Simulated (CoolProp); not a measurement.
R365MFC along the isobar 0.992 MPa: fugacity coefficient from the reference equation and from simpler models built on Tc = 186.9 °C, pc = 3.266 MPa, ω = 0.377; each cubic takes its own stable root.

Computed with CoolProp (reference Helmholtz-energy equation of state, Lemmon 2016).

| T (°C) | phase | reference | van der Waals | Redlich-Kwong | Soave-Redlich-Kwong |
|---|---|---|---|---|---|
| 133.05 | gas | 0.8358 | 0.8790 | 0.8548 | 0.8437 |
| 140.25 | gas | 0.8458 | 0.8840 | 0.8619 | 0.8526 |
| 147.45 | gas | 0.8548 | 0.8887 | 0.8685 | 0.8610 |
| 154.65 | gas | 0.8630 | 0.8931 | 0.8748 | 0.8689 |
| 161.85 | gas | 0.8705 | 0.8974 | 0.8806 | (withheld) |
| 169.15 | gas | 0.8774 | 0.9014 | 0.8862 | 0.8832 |
| 176.35 | gas | 0.8837 | 0.9052 | 0.8913 | 0.8896 |
| 183.55 | gas | 0.8895 | 0.9088 | 0.8962 | 0.8957 |
| 190.75 | gas | 0.8949 | 0.9122 | 0.9008 | 0.9014 |
| 197.95 | gas | 0.9000 | 0.9154 | 0.9051 | (withheld) |
| 205.15 | gas | 0.9048 | 0.9185 | 0.9092 | 0.9118 |
| 212.45 | gas | 0.9094 | 0.9215 | 0.9132 | 0.9166 |
| 219.65 | gas | 0.9136 | 0.9243 | 0.9168 | 0.9211 |
| 226.85 | gas | 0.9176 | 0.9270 | (withheld) | 0.9254 |

What belongs in the gaps?


- 161.85, Soave-Redlich-Kwong: 0.8762
- 197.95, Soave-Redlich-Kwong: 0.9067
- 226.85, Redlich-Kwong: 0.9203
